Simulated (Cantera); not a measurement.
Charge: 1 mol SiC, 0.067 mol H2O, 1.6 mol N2, held at 100000 Pa.

Equilibrium computed with Cantera from the NASA thermochemical tables; the gas is ideal and each condensed phase is pure. Candidate condensed phases: C, C6H6, C7H8, C8H18, H2O, Si, SiC, SiO2, Si2N2O, Si3N4; 151 gas species. N2 is the only nitrogen source here; it is nearly inert below about 1500 K, so the nitride shown seldom forms there in practice. Mutual solubility and eutectic melting of coexisting phases are not modelled. Equilibrium is a limit: real reactors are often held back by kinetics, nucleation or transport.

Problem. At 1223 K, list the 4 most abundant gas species with their mole fractions, and the condensed phases.

Solution. N2 0.935, H2 0.0654, CH4 5.70e-5, HCN 2.37e-5. Condensed: C(graphite) + Si2N2O(s) + Si3N4(s).
